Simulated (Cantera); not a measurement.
A closed system holds: 1 mol borazine, 0.1 mol O2, 7.8 mol H2, held at 2023.15 K.

Equilibrium computed with Cantera from the NASA thermochemical tables; the gas is ideal and each condensed phase is pure. Candidate condensed phases: B, BN, B2O3, B3O3H3, H2O; 39 gas species. The feed counts by its element totals alone. Mutual solubility and eutectic melting of coexisting phases are not modelled. Kinetics and transport are ignored.

**Question.** Which condensed phases are stable at each of these points (P (Pa)): 10, 28, 77, 220, 600, 1700, 4600, 13000, 36000, 100000?

**Answer.** 
| P (Pa) | condensed phases | B condensed (%) |
|---|---|---|
| 10 | B(s) | 92.2 |
| 28 | B(s) | 92.8 |
| 77 | B(s) | 93.0 |
| 220 | B(s) + BN(s) | 93.1 |
| 600 | B(s) + BN(s) | 93.1 |
| 1700 | B(s) + BN(s) | 93.1 |
| 4600 | BN(s) | 93.2 |
| 13000 | BN(s) | 93.3 |
| 36000 | BN(s) | 93.4 |
| 100000 | BN(s) | 93.6 |

From 10.0 Pa to 77.0 Pa the condensed part is B(s). From 2.20 mbar to 17.0 mbar the condensed part is B(s) + BN(s). From 46.0 mbar to 1.00 bar the condensed part is BN(s).
